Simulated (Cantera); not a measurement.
Input (Python, Cantera) and output of one run.

```python
import numpy as np
import cantera as ct

gas_names = """
    H H2 H2S Pb PbS Pb2 S SH S2 S8
""".split()
cond_names = """
    Pb(cr) Pb(L) PbS(s) PbS(L) S(cr1) S(cr2) S(L)
""".split()


def load(file, names, dense=False):
    # The tables refer to 1 bar. Condensed volumes are neglected.
    table = {s.name: s for s in ct.Species.list_from_file(file)}
    out = []
    for n in names:
        d = dict(table[n].input_data)
        d["thermo"] = dict(d["thermo"], **{"reference-pressure": 1e5})
        if dense:
            d["equation-of-state"] = {"model": "constant-volume", "density": "1e6 g/cm^3"}
        out.append(ct.Species.from_dict(d))
    return out


gas = ct.Solution(thermo="ideal-gas", species=load("nasa_gas.yaml", gas_names))
cond = {s.name: ct.Solution(thermo="fixed-stoichiometry", species=[s], name=s.name)
        for s in load("nasa_condensed.yaml", cond_names, dense=True)}
atoms = {
    'PbS': {'Pb': 1, 'S': 1},
    'H2': {'H': 2},
}
top_T = {}  # K; cautious upper limits of use, not melting points


def equilibrate(T, P, feed):
    n = {}
    for name, mol in feed.items():
        for a, k in atoms[name].items():
            n[a] = n.get(a, 0.0) + k * mol
    gas.TPX = T, P, n
    mass = sum(n.values()) * gas.mean_molecular_weight
    gas.equilibrate("TP")
    valid = [c for c in cond.values() if c.min_temp <= T <= top_T.get(c.name, c.max_temp)]
    mix = ct.Mixture([(gas, mass / gas.mean_molecular_weight)] + [(c, 0.0) for c in valid])
    mix.T, mix.P = T, P
    mix.equilibrate("TP", solver="vcs", rtol=1e-11, max_steps=5000)
    return mix


results = []
feed = {'PbS': 1, 'H2': 1.4}  # mol
T = 648.15  # K
P = 65000  # Pa
mix = equilibrate(T, P, feed)
results.append((T, P, feed, dict(zip(mix.species_names, mix.species_moles))))
x = sorted(zip(gas.X, gas.species_names), reverse=True)
print(f"T = {T:g} K  P = {P:g} Pa  gas = {mix.phase_moles(0):.4g} mol")
print("   x: " + "  ".join(f"{s} {v:.3e}" for v, s in x if v > 1e-06))
print("   condensed (mol): " + ("  ".join(f"{mix.phase(i).name} {mix.phase_moles(i):.4g}"
      for i in range(1, mix.n_phases) if mix.phase_moles(i) > 1e-12) or "none"))
```

Output:

```
T = 648.15 K  P = 65000 Pa  gas = 1.4 mol
   x: H2 9.999e-01  H2S 1.242e-04
   condensed (mol): Pb(L) 0.0001739  PbS(s) 0.9998
```

Equilibrium computed with Cantera from the NASA thermochemical tables; the gas is ideal and each condensed phase is pure.
